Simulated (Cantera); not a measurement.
**Low-pressure radical oxidation in H2/O2**

An isothermal, constant-pressure homogeneous reactor starts with 28.1 % H₂, 71.9 % O₂, equivalence ratio 0.20, at 923 K and 0.0132 atm.

Computed with Cantera and GRI-Mech 3.0 (53 species, 325 reactions). Radical loss at walls, strong at low pressure, is not modelled. Below about 950 K walls govern HO2 and H2O2 in real vessels. The temperature is held fixed by assumption; the heat of reaction is taken as removed at once.

| t (s) | x H₂ | x O₂ | x H₂O | x O | x HO₂ | x H |
|---|---|---|---|---|---|---|
| 3.00e-5 | 0.281 | 0.719 | <1e-12 | <1e-12 | 5.99e-12 | 5.82e-12 |
| 7.67e-5 | 0.281 | 0.719 | 1.22e-12 | 1.53e-12 | 1.54e-11 | 1.49e-11 |
| 0.000196 | 0.281 | 0.719 | 1.28e-11 | 8.59e-12 | 3.96e-11 | 4.28e-11 |
| 0.000502 | 0.281 | 0.719 | 1.51e-10 | 5.54e-11 | 1.04e-10 | 1.92e-10 |
| 0.00128 | 0.281 | 0.719 | 4.54e-9 | 1.13e-9 | 3.67e-10 | 3.55e-9 |
| 0.00328 | 0.281 | 0.719 | 5.80e-6 | 1.37e-6 | 1.40e-7 | 4.29e-6 |
| 0.00839 | 0.0287 | 0.638 | 0.227 | 0.0210 | 2.14e-5 | 0.0803 |
| 0.0215 | 0.00222 | 0.672 | 0.322 | 0.00143 | 1.93e-5 | 0.000826 |
| 0.0549 | 0.000377 | 0.673 | 0.326 | 0.000148 | 6.99e-6 | 2.15e-5 |
| 0.140 | 7.49e-5 | 0.674 | 0.326 | 2.62e-5 | 2.08e-6 | 1.64e-6 |
| 0.359 | 1.21e-5 | 0.674 | 0.326 | 5.04e-6 | 4.87e-7 | 1.41e-7 |
| 0.918 | 1.54e-6 | 0.674 | 0.326 | 1.06e-6 | 1.06e-7 | 1.32e-8 |
| 2.35 | 1.74e-7 | 0.674 | 0.326 | 2.68e-7 | 2.66e-8 | 1.58e-9 |
| 6.00 | 2.87e-8 | 0.674 | 0.326 | 8.05e-8 | 8.19e-9 | 2.54e-10 |
x: mole fraction; the columns are a selection and need not sum to one.

Equilibrium at this temperature and pressure: H₂ 2.53e-11, O₂ 0.674, H₂O 0.326, O 8.93e-11, HO₂ 3.61e-10, H <1e-12 (gas phase only).
